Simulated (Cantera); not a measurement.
Input: 1 mol Si, 1.3 mol HF, 0.36 mol H2, 5.9 mol NF3, at 1073 K and 75.0 Torr.

Method: chemical equilibrium by Gibbs-energy minimisation in Cantera with the NASA 1993 tables (ideal gas, pure condensed phases). Candidate condensed phases: Si, Si3N4; 37 gas species. Equilibrium is a limit: real reactors are often held back by kinetics, nucleation or transport.

Base state: F 0.320, F2 0.276, N2 0.199, HF 0.136, SiF4 0.0675, NF3 0.000920 (mole fractions); condensed: gas only.

**Question.** What changes in the equilibrium state with this change: pressure from 75.0 Torr to 218 Torr?

**Answer.** 
```json
[
 {"species": "F2", "before": "0.276", "after": "0.355"},
 {"species": "F", "before": "0.320", "after": "0.213"},
 {"species": "N2", "before": "0.199", "after": "0.210"},
 {"species": "SiF4", "before": "0.0675", "after": "0.0720"},
 {"species": "HF", "before": "0.136", "after": "0.145"},
 {"species": "NF3", "before": "0.000920", "after": "0.00400"}
]
```
